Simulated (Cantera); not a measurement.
Diamond growth

A diamond (100) surface in a fixed gas of H2 with x(CH4) = 0.012, x(H) = 0.014, x(CH3) = 1.2e-05, at 1300 K; coverages are run to steady state.

Cantera simulation using the Harris–Goodwin 1993 mechanism for the reconstructed diamond (100) surface; the numbers are that mechanism's predictions, not measurements.

```json
[
 {"P (Pa)": "720", "growth (µm/h)": "0.0147", "θ c6HH": "0.379", "θ c6H*": "0.0492", "θ c6*H": "0.526", "θ c6**": "0.0460"},
 {"P (Pa)": "1100", "growth (µm/h)": "0.0252", "θ c6HH": "0.379", "θ c6H*": "0.0493", "θ c6*H": "0.526", "θ c6**": "0.0460"},
 {"P (Pa)": "1700", "growth (µm/h)": "0.0446", "θ c6HH": "0.379", "θ c6H*": "0.0493", "θ c6*H": "0.526", "θ c6**": "0.0460"},
 {"P (Pa)": "2600", "growth (µm/h)": "0.0800", "θ c6HH": "0.379", "θ c6H*": "0.0493", "θ c6*H": "0.526", "θ c6**": "0.0460"},
 {"P (Pa)": "3900", "growth (µm/h)": "0.143", "θ c6HH": "0.379", "θ c6H*": "0.0493", "θ c6*H": "0.526", "θ c6**": "0.0460"},
 {"P (Pa)": "5900", "growth (µm/h)": "0.265", "θ c6HH": "0.379", "θ c6H*": "0.0494", "θ c6*H": "0.526", "θ c6**": "0.0460"},
 {"P (Pa)": "9100", "growth (µm/h)": "0.510", "θ c6HH": "0.379", "θ c6H*": "0.0495", "θ c6*H": "0.526", "θ c6**": "0.0461"},
 {"P (Pa)": "14000", "growth (µm/h)": "0.976", "θ c6HH": "0.379", "θ c6H*": "0.0496", "θ c6*H": "0.526", "θ c6**": "0.0461"}
]
```
θ: site fractions in the mechanism's names (c6HH fully hydrogenated, c6H* and c6*H radical sites, c6** diradical, c6HM methylated).
